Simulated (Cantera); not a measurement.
A perfectly stirred reactor is fed with H2 : O2 = 0.09 : 1 (molar parts), at 0.0263 atm; it is held at 1275 K, and followed from long to short residence time.

Computed with Cantera and GRI-Mech 3.0 (53 species, 325 reactions). Radical loss at walls, strong at low pressure, is not modelled. The temperature is held fixed by assumption; the heat of reaction is taken as removed at once.

Question: What does this change do: H2 0.09 to 0.31 parts?

Answer: 
| quantity | before | after |
|---|---|---|
| x(H2) at τ = 6.30 s | 4.66e-5 | 0.000127 |
| x(O2) at τ = 6.30 s | 0.913 | 0.731 |
| x(H2O) at τ = 6.30 s | 0.0857 | 0.268 |
| x(O) at τ = 6.30 s | 0.000494 | 0.000421 |
| x(H2O2) at τ = 6.30 s | 6.59e-8 | 1.82e-7 |
| x(H2) at τ = 98.0 ms | 0.000612 | 0.00185 |
| x(O2) at τ = 98.0 ms | 0.905 | 0.724 |
| x(H2O) at τ = 98.0 ms | 0.0832 | 0.262 |
| x(O) at τ = 98.0 ms | 0.00733 | 0.00667 |
| x(H2O2) at τ = 98.0 ms | 2.06e-7 | 6.35e-7 |

Question: What does this change do: pressure from 0.0263 atm to 0.0132 atm?

Answer: 
```csv
quantity,before,after
x(H2) at τ = 6.30 s,4.66e-5,8.49e-5
x(O2) at τ = 6.30 s,0.913,0.912
x(H2O) at τ = 6.30 s,0.0857,0.0854
x(O) at τ = 6.30 s,0.000494,0.00124
x(H2O2) at τ = 6.30 s,6.59e-8,5.25e-8
x(H2) at τ = 98.0 ms,0.000612,0.00105
x(O2) at τ = 98.0 ms,0.905,0.895
x(H2O) at τ = 98.0 ms,0.0832,0.0804
x(O) at τ = 98.0 ms,0.00733,0.0163
x(H2O2) at τ = 98.0 ms,2.06e-7,1.26e-7
```
